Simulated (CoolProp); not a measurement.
Vapour-liquid equilibrium of nitrogen (1) + carbon monoxide (2) at 1010 kPa; x and y are mole fractions of (1).

Model: multi-fluid Helmholtz-energy mixture model, Span 2000 and Lemmon 2006; pair parameters Gernert 2013, in CoolProp.

```
x     bubble temperature (K)  y at the bubble point  dew temperature at overall composition x (K)  liquid density (mol/L)
----  ----------------------  ---------------------  --------------------------------------------  ----------------------
0.05                   108.8                  0.065                                         108.9                   23.34
0.15                   108.1                  0.188                                         108.3                   23.39
0.25                   107.5                  0.304                                         107.8                   23.43
0.35                   106.9                  0.413                                         107.2                   23.47
0.45                   106.3                  0.515                                         106.7                   23.51
0.55                   105.8                  0.611                                         106.1                   23.55
0.65                   105.3                  0.702                                         105.6                   23.59
0.75                   104.9                  0.790                                         105.1                   23.62
0.85                   104.5                  0.874                                         104.6                   23.66
0.95                   104.1                  0.958                                         104.1                   23.71
```

No azeotrope shows between x = 0.05 and 0.95.

Pair parameters are fitted to limited data, so mixtures are less certain than the pure fluids.
